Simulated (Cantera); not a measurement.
Feed: 1 mol S, 1.3 mol H₂, at 502 °C and 12000 Torr.

These are equilibrium values from Cantera (NASA tables, ideal gas, pure condensed phases), not measurements of a reactor. Candidate condensed phases: S; 7 gas species. The numbers say what is thermodynamically allowed, not how fast it happens.

Problem. What is the equilibrium state?

Solution. x(H₂S): 0.769
x(H₂): 0.231
gas amount: 1.300 mol
log10 activity of S(l) (absent): -2.53
